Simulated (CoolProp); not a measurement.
o-xylene along the isotherm 176.65 °C: density (kg/m³) from the reference equation and from simpler models built on Tc = 357.1 °C, pc = 3.737 MPa, ω = 0.312; each cubic takes its own stable root.

Values from CoolProp's reference Helmholtz-energy equation of state, Zhou 2012.

| p (MPa) | phase | reference |
|---|---|---|
| 0.0177 | gas | 0.5054 |
| 0.0315 | gas | 0.9037 |
| 0.0561 | gas | 1.623 |
| 0.0997 | gas | 2.930 |
| 0.177 | gas | 5.360 |
| 0.315 | liquid | 737.2 |
| 0.561 | liquid | 737.7 |
| 0.997 | liquid | 738.6 |
| 1.77 | liquid | 740.1 |
| 3.15 | liquid | 742.8 |
| 5.61 | liquid | 747.3 |

### Question
How far does each simpler model (Redlich-Kwong, Soave-Redlich-Kwong, Peng-Robinson) lie from the reference over these 11 states: mean and median of the absolute difference, and the worst?

### Answer
- Redlich-Kwong: mean 16.4 %, median 14.6 %, worst -98.7 % at 176.65 °C and 0.315 MPa
- Soave-Redlich-Kwong: mean 6.6 %, median 11.1 %, worst -11.8 % at 176.65 °C and 0.315 MPa
- Peng-Robinson: mean 0.3 %, median 0.2 %, worst -1.2 % at 176.65 °C and 0.177 MPa

At some of these states Redlich-Kwong gives the other phase, because its saturation line lies elsewhere.
